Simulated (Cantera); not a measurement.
Cantera run:

```python
import numpy as np
import cantera as ct

gas_names = [...]  # 91 gases of nasa_gas.yaml made of C, Cl, H
cond_names = """
    C(gr) C6H6(L) C7H8(L) C8H18(L),n-octa
""".split()


# ... load() reads the species with a 1 bar reference pressure and builds the phases ...
atoms = {
    'CH3Cl': {'C': 1, 'H': 3, 'CL': 1},
    'HCl': {'H': 1, 'CL': 1},
}
top_T = {'C(gr)': 4500}  # K; cautious upper limits of use, not melting points


# ... equilibrate(T, P, feed) seeds the gas with the atoms and calls Mixture.equilibrate('TP', solver="vcs", rtol=1e-11, max_steps=5000) ...
results = []
feed = {'CH3Cl': 1, 'HCl': 2.9}  # mol
T = 873.15  # K
P = 133.322  # Pa
mix = equilibrate(T, P, feed)
results.append((T, P, feed, dict(zip(mix.species_names, mix.species_moles))))
print(gas.report(threshold=0.0001))
for i in range(1, mix.n_phases):
    print(f"{mix.phase(i).name:16s} {mix.phase_moles(i):12.5e} mol")
```

Result:

```
       temperature   873.15 K
          pressure   133.32 Pa
           density   0.00054047 kg/m^3
  mean mol. weight   29.43 kg/kmol
   phase of matter   gas

                          1 kg             1 kmol
                     ---------------   ---------------
          enthalpy       -1.9176e+06       -5.6436e+07  J
   internal energy       -2.1643e+06       -6.3696e+07  J
           entropy            9051.5        2.6639e+05  J/K
    Gibbs function        -9.821e+06       -2.8903e+08  J
 heat capacity c_p              1043             30695  J/K
 heat capacity c_v            760.46             22380  J/K

                      mass frac. Y      mole frac. X     chem. pot. / RT
                     ---------------   ---------------   ---------------
               HCL           0.98601           0.79594            -43.51
                H2          0.013977           0.20404           -25.389
     [  +89 minor]        1.3555e-05        2.4863e-05

C(gr)             9.99878e-01 mol
```

These are equilibrium values from Cantera (NASA tables, ideal gas, pure condensed phases), not measurements of a reactor.
